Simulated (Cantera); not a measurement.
What does this Cantera script print?

```python
import numpy as np
import cantera as ct

gas_names = """
    H HO2 H2 H2O H2O2 O OH O2 O3 Pb PbO Pb2
""".split()
cond_names = """
    H2O(s) H2O(L) Pb(cr) Pb(L) PbO(rd) PbO(yw) PbO(L) PbO2(s) Pb3O4(s)
""".split()


# ... load() reads the species with a 1 bar reference pressure and builds the phases ...
atoms = {
    'PbO': {'Pb': 1, 'O': 1},
    'H2': {'H': 2},
}
top_T = {'Pb3O4(s)': 820}  # K; cautious upper limits of use, not melting points


# ... equilibrate(T, P, feed) seeds the gas with the atoms and calls Mixture.equilibrate('TP', solver="vcs", rtol=1e-11, max_steps=5000) ...
results = []
feed = {'PbO': 1, 'H2': 0.16}  # mol
P = 200  # Pa
for T in [900, 1000, 1100, 1200, 1300, 1400, 1500, 1600]:
    mix = equilibrate(T, P, feed)
    results.append((T, P, feed, dict(zip(mix.species_names, mix.species_moles))))

top = {s: max(r[3][s] / sum(r[3][g] for g in gas_names) for r in results) for s in gas_names}
cols = sorted((s for s in top if top[s] > 1e-05), key=lambda s: -top[s])[:7]
seen = [c for c in cond_names if any(r[3].get(c, 0) > 1e-12 for r in results)]
print("log10 of partial pressures in bar; condensed amounts in mol")
print(f"{'T/K':>10s}" + "".join(f"{s[:9]:>10s}" for s in cols + seen))
for T, P, feed, n in results:
    ng = sum(n[g] for g in gas_names)
    print(f"{T:10.4g}" + "".join(f"{np.log10(max(n[s] / ng * P / 1e5, 1e-99)):10.3f}" for s in cols)
          + "".join(f"{n.get(c, 0):10.4g}" for c in seen))
```

Result:

```
log10 of partial pressures in bar; condensed amounts in mol
       T/K       H2O       PbO        Pb        O2        OH        H2         O     Pb(L)   PbO(yw)    PbO(L)
       900    -2.699    -8.127    -5.864   -14.988   -12.309    -6.700   -18.763    0.1599      0.84         0
      1000    -2.703    -6.516    -4.791   -12.453   -10.735    -6.535   -16.030    0.1587      0.84         0
      1100    -2.728    -5.208    -3.917   -10.389    -9.459    -6.413   -13.798    0.1496    0.8395         0
      1200    -2.890    -4.166    -3.192    -8.758    -8.489    -6.407   -11.980   0.08009         0    0.8316
      1300    -3.111    -3.346    -3.111    -6.434    -7.474    -6.956    -9.969         0         0    0.7466
      1400    -3.573    -2.893    -3.408    -4.210    -6.681    -7.813    -8.129         0         0         0
      1500    -3.587    -2.952    -3.299    -3.916    -6.210    -7.352    -7.350         0         0         0
      1600    -3.604    -3.032    -3.201    -3.722    -5.815    -6.922    -6.699         0         0         0
```

These are equilibrium values from Cantera (NASA tables, ideal gas, pure condensed phases), not measurements of a reactor. Each liquid is taken as pure. Mutual solubility and eutectic melting of coexisting phases are not modelled. Gases not in the tables: (PbO)n polymers.
